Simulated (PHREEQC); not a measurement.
Model water analysis in mg/kgw, 40 °C, pH 2.72, pe 9:

| constituent | mg/kgw |
|---|---|
| Na | 16.8 |
| K | 3.31 |
| Ca | 86.4 |
| Mg | 1.26 |
| Cl | 24.9 |
| S(6) as SO4 | 399 |
| Li | 0.0247 |

Valence states are taken as typed.

All values are PHREEQC results (ion-association model, phreeqc.dat), not measurements.

```json
[
 {"quantity": "ionic strength (mol/kgw)", "before": "0.0118", "after": "0.0215"},
 {"quantity": "Ca+2 (mol/kgw)", "before": "0.00171", "after": "0.00311"},
 {"quantity": "HSO4- (mol/kgw)", "before": "0.000583", "after": "0.00103"},
 {"quantity": "Mg+2 (mol/kgw)", "before": "3.61e-5", "after": "6.24e-5"},
 {"quantity": "SI of Gypsum (CaSO4:2H2O)", "before": "-1.06", "after": "-0.62"},
 {"quantity": "SI of Halite (NaCl)", "before": "-7.97", "after": "-7.40"}
]
```

**Question.** Name the change that produced these shifts.
(A) all concentrations times 2 at the same typed pH
(B) Mg from 1.26 to 2.52 mg/kgw
(C) S(6) from 399 to 798 mg/kgw

**Answer.** A, all concentrations times 2 at the same typed pH

This is a speciation only: nothing precipitates in the calculation. Constants without temperature data keep their 25 °C values here.
